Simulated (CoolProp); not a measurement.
R13 along the isobar 1.01 bar: fugacity coefficient from the reference equation and from simpler models built on Tc = 303.0 K, pc = 39.73 bar, ω = 0.175; each cubic takes its own stable root.

Computed with CoolProp (reference Helmholtz-energy equation of state, Platzer 1990). This equation is an older, rougher fit; its heat capacities, sound speeds and derivatives of the liquid may be far off and weren't checked against measurements.

```tsv
T (K)	phase	reference
104.6	liquid	5.692e-5
133.3	liquid	0.008567
162	liquid	0.1451
190.7	liquid	0.9128
219.4	gas	0.9749
248.1	gas	0.9833
276.8	gas	0.9884
305.5	gas	0.9916
334.2	gas	0.9938
```

How far does each simpler model (Redlich-Kwong, Soave-Redlich-Kwong, Peng-Robinson) lie from the reference over these 9 states: mean and median of the absolute difference, and the worst?


- Redlich-Kwong: mean 16.5 %, median 0.4 %, worst +49.6 % at 104.6 K and 1.01 bar
- Soave-Redlich-Kwong: mean 5.0 %, median 0.3 %, worst +34.2 % at 104.6 K and 1.01 bar
- Peng-Robinson: mean 9.4 %, median 0.1 %, worst +75.9 % at 104.6 K and 1.01 bar

At some of these states Redlich-Kwong gives the other phase, because its saturation line lies elsewhere.
